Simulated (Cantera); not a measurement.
**Stirred combustor or abatement burner**

A perfectly stirred reactor is fed with 35.8 % CO, 1.40 % H₂, 1.07 % CH₄, 13.0 % O₂, 48.7 % N₂, equivalence ratio 1.6, at 1.00 bar; it is adiabatic with a 448 K inlet, and is followed from long to short residence time, starting on the burning branch (τ in s: 0.049, 0.021, 0.0086, 0.0036, 0.0015, 0.00062, 0.00026, 0.00011, 4.5e-05, 1.9e-05).

Cantera simulation using GRI-Mech 3.0 (53 species, 325 reactions); the numbers are that mechanism's predictions, not measurements.

```json
[
 {"τ (s)": "0.049", "T (K)": "2330", "x CO": "0.176", "x H₂": "0.00434", "x CH₄": "6.37e-7", "x CH₃": "3.78e-7", "x HO₂": "2.50e-7"},
 {"τ (s)": "0.021", "T (K)": "2292", "x CO": "0.180", "x H₂": "0.00445", "x CH₄": "1.05e-6", "x CH₃": "5.53e-7", "x HO₂": "4.21e-7"},
 {"τ (s)": "0.0086", "T (K)": "2227", "x CO": "0.185", "x H₂": "0.00467", "x CH₄": "1.79e-6", "x CH₃": "7.97e-7", "x HO₂": "7.66e-7"},
 {"τ (s)": "0.0036", "T (K)": "2134", "x CO": "0.192", "x H₂": "0.00497", "x CH₄": "3.15e-6", "x CH₃": "1.14e-6", "x HO₂": "1.39e-6"},
 {"τ (s)": "0.0015", "T (K)": "2015", "x CO": "0.200", "x H₂": "0.00531", "x CH₄": "5.97e-6", "x CH₃": "1.71e-6", "x HO₂": "2.43e-6"},
 {"τ (s)": "0.00062", "T (K)": "1871", "x CO": "0.208", "x H₂": "0.00554", "x CH₄": "1.27e-5", "x CH₃": "2.69e-6", "x HO₂": "4.00e-6"},
 {"τ (s)": "0.00026", "T (K)": "1709", "x CO": "0.217", "x H₂": "0.00546", "x CH₄": "3.09e-5", "x CH₃": "4.48e-6", "x HO₂": "6.34e-6"},
 {"τ (s)": "0.00011", "T (K)": "1514", "x CO": "0.236", "x H₂": "0.00517", "x CH₄": "0.000108", "x CH₃": "8.70e-6", "x HO₂": "1.20e-5"},
 {"τ (s)": "4.5e-5", "T (K)": "448", "x CO": "0.358", "x H₂": "0.0140", "x CH₄": "0.0107", "x CH₃": "<1e-12", "x HO₂": "<1e-12"},
 {"τ (s)": "1.9e-5", "T (K)": "448", "x CO": "0.358", "x H₂": "0.0140", "x CH₄": "0.0107", "x CH₃": "<1e-12", "x HO₂": "<1e-12"}
]
```
x: mole fraction; the columns are a selection and need not sum to one.
